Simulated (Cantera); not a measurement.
An isothermal, constant-pressure homogeneous reactor starts with H2 : O2 : N2 = 1.3 : 1 : 4 (molar parts), equivalence ratio 0.65, at 1025 K and 0.340 bar.

Cantera simulation using the H2/O2 subset of GRI-Mech 3.0, which has no nitrogen chemistry; the numbers are that mechanism's predictions, not measurements. The temperature is held fixed by assumption; the heat of reaction is taken as removed at once.

One state of this run: x H2 = 0.000138; x O2 = 0.0620; x OH = 3.77e-6; x H2O = 0.230; x H2O2 = 5.65e-7. x: mole fraction; the columns are a selection and need not sum to one.

Question: Which value of t (s) does it belong to?
A. 0.0524
B. 0.00206
C. 34.0
D. 1.34

Answer: A, 0.0524
